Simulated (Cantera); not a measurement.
Feed: 1 mol FeS₂, 14 mol H₂, 7.1 mol H₂O, at 458 Torr.

Method: chemical equilibrium by Gibbs-energy minimisation in Cantera with the NASA 1993 tables (ideal gas, pure condensed phases). Candidate condensed phases: Fe, FeO, Fe(OH)₂, Fe(OH)₃, FeS, FeSO₄, FeS₂, Fe₂O₃, Fe₂(SO₄)₃, Fe₃O₄, H₂O, H₂SO₄, S; 22 gas species. FeS: taken at fixed stoichiometry. Gases not in the tables: S₃ to S₇. The numbers say what is thermodynamically allowed, not how fast it happens.

Problem. Which condensed phases are stable at each of these points (T (°C)): 725, 825, 925, 1025, 1125, 1225, 1325, 1425, 1525, 1625?

Solution. 
| T (°C) | condensed phases | Fe condensed (%) |
|---|---|---|
| 725 | FeS(s) | 100.0 |
| 825 | FeS(s) | 100.0 |
| 925 | FeS(s) | 100.0 |
| 1025 | FeS(s) | 100.0 |
| 1125 | FeS(s) | 100.0 |
| 1225 | FeS(l) | 100.0 |
| 1325 | FeS(l) | 100.0 |
| 1425 | FeS(l) | 100.0 |
| 1525 | FeS(l) | 99.9 |
| 1625 | FeS(l) | 99.7 |

From 725 °C to 1125 °C the condensed part is FeS(s). From 1225 °C to 1625 °C the condensed part is FeS(l).
